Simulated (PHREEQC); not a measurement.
Make-up at 25 °C: 0.05 mol HBr, 0.011 mol FeCl3 and 0.00011 mol CuCl2 per kg of water. It is in equilibrium with CO2 at log p = -2 (atm). Otherwise closed; pH follows from the charge balance.

Computed with PHREEQC (ion-association model, phreeqc.dat).

Each row changes one thing in this solution. Precipitation was switched off in this run.

```json
[
 {"case": "as made", "pH": "1.38", "ionic strength (mol/kgw)": "0.107", "Cl- (mol/kgw)": "0.0305", "HCO3- (mol/kgw)": "4.62e-9", "(CO2)2 (mol/kgw)": "2.07e-9"},
 {"case": "diluted 5-fold with water", "pH": "2.02", "ionic strength (mol/kgw)": "?", "Cl- (mol/kgw)": "0.00650", "HCO3- (mol/kgw)": "1.84e-8", "(CO2)2 (mol/kgw)": "?"},
 {"case": "CuCl2 from 0.00011 to 1.1e-05 mol/kgw", "pH": "1.38", "ionic strength (mol/kgw)": "0.107", "Cl- (mol/kgw)": "0.0303", "HCO3- (mol/kgw)": "4.62e-9", "(CO2)2 (mol/kgw)": "2.07e-9"},
 {"case": "HBr left out", "pH": "2.32", "ionic strength (mol/kgw)": "?", "Cl- (mol/kgw)": "0.0315", "HCO3- (mol/kgw)": "3.86e-8", "(CO2)2 (mol/kgw)": "2.10e-9"},
 {"case": "temperature from 25 to 75 °C", "pH": "1.36", "ionic strength (mol/kgw)": "0.0985", "Cl- (mol/kgw)": "0.0292", "HCO3- (mol/kgw)": "1.90e-9", "(CO2)2 (mol/kgw)": "1.11e-9"},
 {"case": "CuCl2 left out", "pH": "1.38", "ionic strength (mol/kgw)": "0.107", "Cl- (mol/kgw)": "0.0302", "HCO3- (mol/kgw)": "4.62e-9", "(CO2)2 (mol/kgw)": "2.07e-9"},
 {"case": "temperature from 25 to 30 °C", "pH": "1.38", "ionic strength (mol/kgw)": "0.106", "Cl- (mol/kgw)": "0.0302", "HCO3- (mol/kgw)": "4.28e-9", "(CO2)2 (mol/kgw)": "?"},
 {"case": "FeCl3 left out", "pH": "1.37", "ionic strength (mol/kgw)": "0.0503", "Cl- (mol/kgw)": "0.000220", "HCO3- (mol/kgw)": "4.27e-9", "(CO2)2 (mol/kgw)": "2.10e-9"}
]
```

Fill in the missing entries.


- diluted 5-fold with water, ionic strength (mol/kgw): 0.0216
- diluted 5-fold with water, (CO2)2 (mol/kgw): 2.11e-9
- HBr left out, ionic strength (mol/kgw): 0.0555
- temperature from 25 to 30 °C, (CO2)2 (mol/kgw): 1.88e-9

Some of these states are supersaturated (in Hematite (slow to form), Goethite (slow to form), for instance). At this temperature some constants are extrapolated from 25 °C, and those without enthalpy data are left unchanged.
